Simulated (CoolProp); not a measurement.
Vapour-liquid equilibrium of CH3F (R41) (1) + chloromethane (R40) (2) at 277.6 K; x and y are mole fractions of (1).

Computed with CoolProp (multi-fluid Helmholtz-energy mixture model, Lemmon 2006 and Thol 2014; pair parameters Bell 2016).

**Question.** Give the bubble pressure and the first vapour's composition at x = 0.35, 0.55, 0.75. Is there an azeotrope?

**Answer.** x = 0.35: 991.7 kPa, y = 0.762; x = 0.55: 1373 kPa, y = 0.864; x = 0.75: 1755 kPa, y = 0.929. No azeotrope shows between x = 0.05 and 0.95.

Pair parameters are fitted to limited data, so mixtures are less certain than the pure fluids.
